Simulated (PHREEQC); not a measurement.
# Hard or scaling water: speciation

Dissolve 0.000172 mol/kgw Ca(HCO3)2, 0.058 mol/kgw Na2SO4 and 0.044 mol/kgw KCl at 26 °C. Closed to the air; pH follows from the charge balance.

The numbers come from PHREEQC with the ion-association model, phreeqc.dat.

pH: 7.91
ionic strength: 0.196 mol/kgw
specific conductance: 14500 µS/cm
density: 1.006 g/cm³
total alkalinity: 0.344 meq/kg

```
species  molality  activity   log γ
-------  --------  --------  ------
Na+         0.108    0.0812  -0.126
SO4-2      0.0466    0.0137  -0.531
Cl-        0.0440    0.0315  -0.145
K+         0.0402    0.0287  -0.147
NaSO4-    0.00752   0.00562  -0.127
KSO4-     0.00377   0.00281  -0.127
HCO3-    0.000322  0.000241  -0.127
Ca+2      9.77e-5   3.15e-5  -0.491
CaSO4     7.41e-5   7.75e-5   0.020
NaHCO3    1.04e-5   1.09e-5   0.020
CO2       6.28e-6   6.57e-6   0.020
CO3-2     3.02e-6   9.40e-7  -0.506
NaCO3-    2.00e-6   1.50e-6  -0.127
```

Precipitation was switched off in this run.
